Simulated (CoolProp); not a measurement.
Properties of CHF3 (R23) along the isotherm 343.9 K (Tc = 299.3 K, pc = 4.832 MPa, ω = 0.263).

Values from CoolProp's reference Helmholtz-energy equation of state, Penoncello 2003.

| p (MPa) | phase | speed of sound (m/s) | Joule-Thomson coefficient (K/MPa) | conductivity (mW/(m K)) | fugacity coefficient |
|---|---|---|---|---|---|
| 0.755 | gas | 214.1 | 8.488 | 16.9 | 0.9655 |
| 1.51 | gas | 209.0 | 8.516 | 17.9 | 0.9317 |
| 2.26 | gas | 203.9 | 8.519 | 19.0 | 0.8988 |
| 3.02 | gas | 198.8 | 8.491 | 20.1 | 0.8661 |
| 3.77 | gas | 193.8 | 8.422 | 21.4 | 0.8344 |
| 4.53 | gas | 188.9 | 8.300 | 22.9 | 0.8031 |
| 5.28 | supercritical | 184.3 | 8.112 | 24.5 | 0.7728 |
| 6.04 | supercritical | 180.1 | 7.834 | 26.4 | 0.7428 |
| 6.79 | supercritical | 176.8 | 7.450 | 28.6 | 0.7139 |
| 7.55 | supercritical | 174.8 | 6.924 | 31.3 | 0.6855 |
| 8.3 | supercritical | 175.0 | 6.261 | 34.3 | 0.6584 |
| 9.06 | supercritical | 178.3 | 5.479 | 37.8 | 0.6322 |
| 9.81 | supercritical | 184.9 | 4.683 | 41.4 | 0.6078 |
| 10.6 | supercritical | 195.1 | 3.916 | 45.2 | 0.5839 |
| 11.3 | supercritical | 205.9 | 3.339 | 48.2 | 0.5644 |
| 12.1 | supercritical | 219.3 | 2.800 | 51.3 | 0.5442 |

Thermal conductivity comes from a separate model (Shan 2000).
